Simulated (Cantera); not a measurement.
Feed: 1 mol Cu₂O, 0.34 mol H₂, 36 mol N₂, at 150 Pa.

Cantera equilibrium calculation (NASA polynomials, part measured and part estimated; ideal gas, pure solids and liquids). Candidate condensed phases: Cu, CuO, Cu(OH)₂, Cu₂O, H₂O; 27 gas species. Mutual solubility and eutectic melting of coexisting phases are not modelled. Equilibrium is a limit: real reactors are often held back by kinetics, nucleation or transport.

Q: Which condensed phases are stable at each of these points (T (K)): 723, 923, 1123, 1323, 1523, 1723, 1923, 2123?

A: 
```
T (K)  condensed phases  Cu condensed (%)
-----  ----------------  ----------------
723     Cu(s) + Cu₂O(s)             100.0
923     Cu(s) + Cu₂O(s)             100.0
1123    Cu(s) + Cu₂O(s)             100.0
1323    Cu(s) + Cu₂O(s)              99.7
1523              Cu(l)              85.1
1723           gas only               0.0
1923           gas only               0.0
2123           gas only               0.0
```

From 723 K to 1323 K the condensed part is Cu(s) + Cu₂O(s). At 1523 K the condensed part is Cu(l). From 1723 K to 2123 K nothing is condensed.
